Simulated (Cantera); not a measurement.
An adiabatic, constant-volume homogeneous reactor starts with CH₄ : H₂ : O₂ : N₂ : CO₂ = 1 : 0.032 : 1.44 : 5.41 : 0.57 (molar parts), equivalence ratio 1.4, at 1450 K and 760 Torr.

Cantera simulation using GRI-Mech 3.0 (53 species, 325 reactions); the numbers are that mechanism's predictions, not measurements.

Question: Predict: time of steepest temperature rise; temperature at 0.100 s; equilibrium temperature; x(H₂) at 0.100 s; x(O₂) at 0.100 s; x(NO₂) at 0.100 s; x(H₂O) at 0.100 s.

Answer: 
```
Quantity                                                            Result
---------------------------------  ---------------------------------------
time of steepest temperature rise                                  2.01 ms
temperature at 0.100 s                                              2804 K
equilibrium temperature                                             2804 K
x(H₂) at 0.100 s                     0.0384 (gas-phase equilibrium 0.0384)
x(O₂) at 0.100 s                   0.00452 (gas-phase equilibrium 0.00452)
x(NO₂) at 0.100 s                  6.73e-7 (gas-phase equilibrium 6.73e-7)
x(H₂O) at 0.100 s                      0.170 (gas-phase equilibrium 0.170)
```
